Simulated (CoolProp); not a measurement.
Vapour-liquid equilibrium of propane (1) + R236EA (2) at 1.35 MPa; x and y are mole fractions of (1).

Values from CoolProp's multi-fluid Helmholtz-energy mixture model, Lemmon 2009 and Rui 2013; pair parameters Bell 2016.

Problem. Give the bubble temperature and the first vapour's composition at x = 0.35, 0.575, 0.65. Is there an azeotrope?

Solution. x = 0.35: 52.0 °C, y = 0.677; x = 0.575: 44.7 °C, y = 0.775; x = 0.65: 43.2 °C, y = 0.801. No azeotrope shows between x = 0.05 and 0.95.

The pair parameters rest on a limited set of measurements; away from them the model extrapolates. With so large a gap from Raoult's law the liquid may split in two, which this calculation doesn't test in full.
